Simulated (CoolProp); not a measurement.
R1234yf along the isotherm 410 K: Z from the reference equation and from simpler models built on Tc = 367.8 K, pc = 3.384 MPa, ω = 0.276; each cubic takes its own stable root.

The numbers come from the reference Helmholtz-energy equation of state, Lemmon 2022 in CoolProp.

| p (MPa) | phase | reference |
|---|---|---|
| 0.0268 | gas | 0.9981 |
| 0.0549 | gas | 0.9961 |
| 0.113 | gas | 0.9919 |
| 0.232 | gas | 0.9834 |
| 0.476 | gas | 0.9656 |
| 0.977 | gas | 0.9281 |
| 2.01 | gas | 0.8458 |
| 4.12 | supercritical | 0.6509 |
| 8.46 | supercritical | 0.4329 |

Task: How far does each simpler model (Redlich-Kwong, Soave-Redlich-Kwong, Peng-Robinson) lie from the reference over these 9 states: mean and median of the absolute difference, and the worst?

Result: 
- Redlich-Kwong: mean 1.6 %, median 0.1 %, worst +9.7 % at 410 K and 8.46 MPa
- Soave-Redlich-Kwong: mean 2.5 %, median 0.1 %, worst +18.5 % at 410 K and 8.46 MPa
- Peng-Robinson: mean 1.5 %, median 0.4 %, worst +9.3 % at 410 K and 8.46 MPa
